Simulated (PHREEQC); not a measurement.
A column of 0.2 m (30 cells, dispersivity 0.016 m, 300 s a shift, diffusion coefficient 3e-10 m²/s) holds 0.047 eq of the database's cation exchanger X per kg of pore water, first in equilibrium with 0.00049 mol/kgw ZnCl2 and 1e-05 mol/kgw HCl. It is flushed with 67 mmol/kgw ZnCl2, 13 mmol/kgw KBr and 0.01 mmol/kgw HCl, at 40 °C. Values are for the last cell. The system is closed to CO2. No solid was allowed to form.

The series has 31 steps of pore volumes, from 0 to 3.017.

Model: ion-association model, phreeqc.dat, run in PHREEQC.

Problem. After how many pore volumes does Br at the outlet first reach half of its feed value?

Solution. By 1.0 pore volumes.

Problem. After how many pore volumes does K at the outlet first reach half of its feed value?

Solution. By 1.3 pore volumes.

At this temperature some constants are extrapolated from 25 °C, and those without enthalpy data are left unchanged.
